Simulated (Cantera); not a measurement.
Cantera run, input and output.

```python
import numpy as np
import cantera as ct

gas = ct.Solution("gri30.yaml")
gas.TPX = 1573, 36000, {'CO': 1, 'H2': 0.22, 'CH4': 0.48, 'O2': 1.31, 'N2': 4.92}
reactor = ct.IdealGasReactor(gas, energy="on", clone=False)
net = ct.ReactorNet([reactor])
net.rtol, net.atol = 1e-08, 1e-16
show = ['CO', 'H2', 'CH4', 'CO2', 'CH2', 'C2H2']
times = np.geomspace(5e-06, 2, 14)

steps = ct.SolutionArray(gas, extra=["t"])
rows = []
print(f"{'t/s':>10s}{'T/K':>9s}{'P/Pa':>11s}" + "".join(f"{s:>11s}" for s in show))
for t in times:
    while net.time < t:
        t_next = net.step()
        steps.append(gas.state, t=t_next)
    rows.append([np.interp(t, steps.t, y) for y in (steps.T, steps.P, *steps(*show).X.T)])
    print(f"{t:10.3e}{rows[-1][0]:9.1f}{rows[-1][1]:11.4g}" + "".join(f"{x:11.3e}" for x in rows[-1][2:]))
rate = np.gradient(steps.T, steps.t)
print("integrator steps:", len(steps.t))
if steps.T.max() > steps.T[0] + 200:
    print(f"time of steepest temperature rise: {steps.t[rate.argmax()]:.4e} s")
gas.TPX = 1573, 36000, {'CO': 1, 'H2': 0.22, 'CH4': 0.48, 'O2': 1.31, 'N2': 4.92}
gas.equilibrate("UV")
print(f"equilibrium (UV): T = {gas.T:.1f} K  " + "  ".join(f"{s} {gas[s].X[0]:.3e}" for s in show))
```

Output:

```
       t/s      T/K       P/Pa         CO         H2        CH4        CO2        CH2       C2H2
 5.000e-06   1573.0    3.6e+04  1.261e-01  2.774e-02  6.053e-02  2.132e-07  5.608e-13  7.749e-17
 1.349e-05   1573.0    3.6e+04  1.261e-01  2.774e-02  6.053e-02  7.452e-07  4.556e-12  2.480e-15
 3.638e-05   1573.0    3.6e+04  1.261e-01  2.774e-02  6.052e-02  2.904e-06  4.350e-11  2.985e-13
 9.812e-05   1573.1    3.6e+04  1.261e-01  2.772e-02  6.044e-02  1.468e-05  1.140e-09  6.995e-11
 2.647e-04   1582.6  3.623e+04  1.260e-01  2.750e-02  5.777e-02  3.229e-04  4.709e-07  5.276e-07
 7.139e-04   2767.5  6.478e+04  1.120e-01  2.289e-02  1.839e-15  7.044e-02  5.094e-14  1.059e-17
 1.925e-03   2845.0  6.617e+04  1.106e-01  2.215e-02  3.977e-15  7.306e-02  9.467e-14  2.621e-17
 5.194e-03   2841.7  6.607e+04  1.108e-01  2.232e-02  4.130e-15  7.288e-02  9.435e-14  2.685e-17
 1.401e-02   2841.6  6.607e+04  1.108e-01  2.232e-02  4.134e-15  7.287e-02  9.434e-14  2.687e-17
 3.778e-02   2841.6  6.607e+04  1.108e-01  2.232e-02  4.134e-15  7.287e-02  9.434e-14  2.687e-17
 1.019e-01   2841.6  6.607e+04  1.108e-01  2.232e-02  4.134e-15  7.287e-02  9.434e-14  2.687e-17
 2.749e-01   2841.6  6.607e+04  1.108e-01  2.232e-02  4.134e-15  7.287e-02  9.434e-14  2.687e-17
 7.415e-01   2841.6  6.607e+04  1.108e-01  2.232e-02  4.134e-15  7.287e-02  9.434e-14  2.687e-17
 2.000e+00   2841.6  6.607e+04  1.108e-01  2.232e-02  4.134e-15  7.287e-02  9.434e-14  2.687e-17
integrator steps: 1703
time of steepest temperature rise: 3.9129e-04 s
equilibrium (UV): T = 2841.6 K  CO 1.108e-01  H2 2.232e-02  CH4 5.548e-15  CO2 7.287e-02  CH2 9.925e-14  C2H2 2.813e-17
```

Cantera simulation using GRI-Mech 3.0 (53 species, 325 reactions); the numbers are that mechanism's predictions, not measurements.
